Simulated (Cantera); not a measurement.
Charge: 1 mol SiHCl₃, 0.51 mol NH₃, 43 mol H₂, 3.7 mol N₂, at 1900 K and 0.240 bar.

These are equilibrium values from Cantera (NASA tables, ideal gas, pure condensed phases), not measurements of a reactor. Candidate condensed phases: NH₄Cl, Si, Si₃N₄; 28 gas species. The tables' values for SiCl, SiCl₃ are old estimates; treat these amounts as uncertain. Gases not in the tables: Si₂H₆ and higher silanes. The numbers say what is thermodynamically allowed, not how fast it happens.

Base state: H₂ 0.865, N₂ 0.0795, HCl 0.0465, SiCl₂ 0.00675, H 0.00151, SiCl 6.34e-5, Cl 6.11e-5, SiCl₃ 5.51e-5 (mole fractions); condensed: Si(l).

What changes in the equilibrium state with this change: temperature from 1900 K to 875 K?


| species | before | after |
|---|---|---|
| H₂ | 0.865 | 0.872 |
| N₂ | 0.0795 | 0.0670 |
| HCl | 0.0465 | 0.0610 |
| SiCl₂ | 0.00675 | <1e-9 |
| SiCl₄ | 6.06e-7 | 3.70e-5 |
| H | 0.00151 | <1e-9 |
| SiCl | 6.34e-5 | <1e-9 |
| Cl | 6.11e-5 | <1e-9 |
| Si(l), mol | 0.651 | 0 |
| Si₃N₄(s), mol | 0 | 0.333 |

What changes in the equilibrium state with this change: temperature from 1900 K to 1323 K?


```
species         before    after
-------------  -------  -------
H₂               0.865    0.872
N₂              0.0795   0.0671
HCl             0.0465   0.0611
SiCl₂          0.00675  1.71e-5
SiCl           6.34e-5    <1e-9
Si             5.25e-5    <1e-9
SiH₂           5.05e-5    <1e-9
SiH            2.08e-5    <1e-9
Si(l), mol       0.651        0
Si₃N₄(s), mol        0    0.333
```
